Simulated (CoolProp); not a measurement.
R22 at several states: fugacity coefficient from the reference equation and from simpler models built on Tc = 96.1 °C, pc = 4990 kPa, ω = 0.221; each cubic takes its own stable root.

The numbers come from the reference Helmholtz-energy equation of state, Kamei 1995 in CoolProp.

```
T (°C)   p (kPa)          phase  reference  Redlich-Kwong  Peng-Robinson
-------  -------  -------------  ---------  -------------  -------------
66.25      16000         liquid        [?]         0.2170            [?]
30.95        458            gas     0.9391            [?]         0.9391
200.65       404            gas     0.9886         0.9870         0.9865
-140.35      145         liquid        [?]      0.0001988            [?]
98.65      13300  supercritical        [?]         0.3493         0.3286
-110.25     55.7         liquid        [?]        0.02973            [?]
```

Task: Some entries are withheld; supply them.

Result: 
- 66.25, reference: 0.1889
- 66.25, Peng-Robinson: 0.1882
- 30.95, Redlich-Kwong: 0.9462
- -140.35, reference: 8.225e-5
- -140.35, Peng-Robinson: 0.0001091
- 98.65, reference: 0.3304
- -110.25, reference: 0.01294
- -110.25, Peng-Robinson: 0.01447
